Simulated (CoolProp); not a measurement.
Fluoroethane (R161) at 298.15 K and 2.61 MPa is throttled through a valve to 0.589 MPa with no heat exchange. Each further row changes one setting.

Values from CoolProp's reference Helmholtz-energy equation of state, Wu 2012.

```
case                       temperature change (K)                       final phase  final density (kg/m³)
-------------------------  ----------------------  --------------------------------  ---------------------
as stated                                   -15.6  two-phase, vapour fraction 0.096                    121
outlet pressure 0.177 MPa                   -49.7  two-phase, vapour fraction 0.260                   16.5
outlet pressure 0.766 MPa                    -6.7  two-phase, vapour fraction 0.044                    263
```
